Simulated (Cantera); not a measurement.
**Hydrocarbon pyrolysis for carbon deposition**

An isothermal, constant-pressure homogeneous reactor starts with CH₄ : H₂ = 1 : 45 (molar parts), at 1423 K and 2700 Pa.

Model: GRI-Mech 3.0 (53 species, 325 reactions), integrated in Cantera. GRI-Mech 3.0 stops at C3 and has no aromatics, soot or wall deposition, so with more carbon than oxygen in the feed, carbon stays in small species such as C2H2 where larger ones or solid carbon would form. Radical loss at walls, strong at low pressure, is not modelled.

| t (s) | x CH₄ | x H₂ | x C₂H₂ | x H | x C₂H₆ | x C₂H₄ | x CH₃ |
|---|---|---|---|---|---|---|---|
| 0.000300 | 0.0217 | 0.978 | <1e-12 | 2.82e-8 | <1e-12 | <1e-12 | 1.39e-8 |
| 0.00147 | 0.0217 | 0.978 | <1e-12 | 1.42e-7 | <1e-12 | <1e-12 | 6.45e-8 |
| 0.00721 | 0.0217 | 0.978 | <1e-12 | 6.98e-7 | 3.17e-11 | 1.44e-11 | 3.13e-7 |
| 0.0353 | 0.0217 | 0.978 | 1.27e-11 | 3.41e-6 | 2.87e-9 | 1.77e-9 | 1.52e-6 |
| 0.173 | 0.0217 | 0.978 | 2.07e-8 | 1.57e-5 | 1.03e-7 | 2.66e-7 | 6.98e-6 |
| 0.849 | 0.0217 | 0.978 | 9.37e-6 | 3.44e-5 | 3.91e-7 | 6.77e-6 | 1.53e-5 |
| 4.16 | 0.0215 | 0.978 | 0.000116 | 3.50e-5 | 3.93e-7 | 9.78e-6 | 1.54e-5 |
| 20.4 | 0.0204 | 0.979 | 0.000618 | 3.52e-5 | 3.62e-7 | 1.75e-5 | 1.47e-5 |
| 100 | 0.0164 | 0.981 | 0.00254 | 3.62e-5 | 2.51e-7 | 4.75e-5 | 1.22e-5 |
x: mole fraction; the columns are a selection and need not sum to one.

Equilibrium at this temperature and pressure: CH₄ 0.00485, H₂ 0.987, C₂H₂ 0.00813, H 4.04e-5, C₂H₆ 5.87e-8, C₂H₄ 0.000137, CH₃ 3.99e-6 (gas phase only).
